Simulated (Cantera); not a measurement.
Input (Python, Cantera):

```python
import numpy as np
import cantera as ct

gas = ct.Solution("gri30.yaml")


def delay(T, t_max=10):
    gas.TPX = T, 1000000, {'CH4': 1, 'O2': 1.67, 'N2': 10.8, 'H2O': 1.2}
    reactor = ct.IdealGasReactor(gas, clone=False)
    net = ct.ReactorNet([reactor])
    net.rtol, net.atol = 1e-8, 1e-16
    while net.time < t_max:
        t_old, T_old = net.time, reactor.T
        net.step()
        if reactor.T > T + 400:  # ignition: a rise of 400 K
            return t_old + (T + 400 - T_old) / (reactor.T - T_old) * (net.time - t_old)
    return np.nan


taus = []
for T in [1150, 1250, 1350, 1450, 1550, 1650, 1750, 1850, 1950, 2050]:
    taus.append(delay(T))
    print(f"T0 = {T:6g} K   tau = {taus[-1]:.4e} s")
```

It prints:

```
T0 =   1150 K   tau = 1.5140e-02 s
T0 =   1250 K   tau = 4.7618e-03 s
T0 =   1350 K   tau = 1.6679e-03 s
T0 =   1450 K   tau = 6.1306e-04 s
T0 =   1550 K   tau = 2.3057e-04 s
T0 =   1650 K   tau = 8.9953e-05 s
T0 =   1750 K   tau = 3.7641e-05 s
T0 =   1850 K   tau = 1.7336e-05 s
T0 =   1950 K   tau = 8.8449e-06 s
T0 =   2050 K   tau = 4.9583e-06 s
```

Computed with Cantera and GRI-Mech 3.0 (53 species, 325 reactions).
